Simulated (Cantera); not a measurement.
Charge: 1 mol PbO, 0.14 mol CO, 0.91 mol N2, 1.8 mol H2, at 1575 K and 82.0 Pa.

Method: chemical equilibrium by Gibbs-energy minimisation in Cantera with the NASA 1993 tables (ideal gas, pure condensed phases). Candidate condensed phases: C, C6H6, C7H8, C8H18, H2O, Pb, PbO, PbO2, Pb3O4; 139 gas species. Rates play no part.

Base state: Pb 0.259, H2O 0.249, N2 0.236, H2 0.218, CO 0.0261, CO2 0.0103, H 0.000677, PbO 0.000182 (mole fractions); condensed: gas only.

Problem. What changes in the equilibrium state with this change: CO from 0.14 to 0.082 mol?

Solution. 
```
species    before     after
-------  --------  --------
Pb          0.259     0.263
H2O         0.249     0.257
N2          0.236     0.240
CO         0.0261    0.0153
CO2        0.0103   0.00627
H2          0.218     0.217
PbO      0.000182  0.000191
OH        2.81e-5   2.91e-5
H        0.000677  0.000676
```

Problem. What changes in the equilibrium state with this change: CO from 0.14 to 0.29 mol?

Solution. 
```tsv
species	before	after
Pb	0.259	0.250
H2O	0.249	0.230
N2	0.236	0.227
CO	0.0261	0.0532
CO2	0.0103	0.0193
H2	0.218	0.219
PbO	0.000182	0.000161
OH	2.81e-5	2.60e-5
```
